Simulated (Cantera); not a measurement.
**Adiabatic ignition**

An adiabatic, constant-pressure homogeneous reactor starts with CO : H2 : CH4 : O2 : N2 = 1 : 0.63 : 0.062 : 1.01 : 3.8 (molar parts), equivalence ratio 0.93, at 1798 K and 15.8 atm.

Detailed kinetics in Cantera: GRI-Mech 3.0 (53 species, 325 reactions). The pressure lies above the range GRI-Mech 3.0 was tuned for (to about 10 atm). Above 3000 K some thermodynamic fits are extrapolated.

```
t (s)     T (K)    x CO     x H2   x CH4    x NO2   x CH2O
--------  -----  ------  -------  ------  -------  -------
2.00e-6    2848  0.0852   0.0113  <1e-12  4.13e-7  4.84e-9
5.91e-6    3088  0.0673  0.00831  <1e-12  1.59e-6  3.55e-9
1.75e-5    3095  0.0663  0.00822  <1e-12  5.10e-6  3.54e-9
5.16e-5    3085  0.0665  0.00832  <1e-12  1.14e-5  3.60e-9
0.000152   3077  0.0667  0.00839  <1e-12  1.57e-5  3.64e-9
0.000451   3076  0.0668  0.00840  <1e-12  1.61e-5  3.65e-9
0.00133    3076  0.0668  0.00840  <1e-12  1.61e-5  3.65e-9
0.00393    3076  0.0668  0.00840  <1e-12  1.61e-5  3.65e-9
0.0116     3076  0.0668  0.00840  <1e-12  1.61e-5  3.65e-9
0.0344     3076  0.0668  0.00840  <1e-12  1.61e-5  3.65e-9
0.102      3076  0.0668  0.00840  <1e-12  1.61e-5  3.65e-9
0.300      3076  0.0668  0.00840  <1e-12  1.61e-5  3.65e-9
```
x: mole fraction; the columns are a selection and need not sum to one.

```
Quantity                                                             Value
---------------------------------  ---------------------------------------
time of steepest temperature rise                                 0.631 µs
temperature at 0.300 s                                              3076 K
equilibrium temperature                                             3076 K
x(CO) at 0.300 s                     0.0668 (gas-phase equilibrium 0.0668)
x(H2) at 0.300 s                   0.00840 (gas-phase equilibrium 0.00840)
x(CH4) at 0.300 s                    <1e-12 (gas-phase equilibrium <1e-12)
```
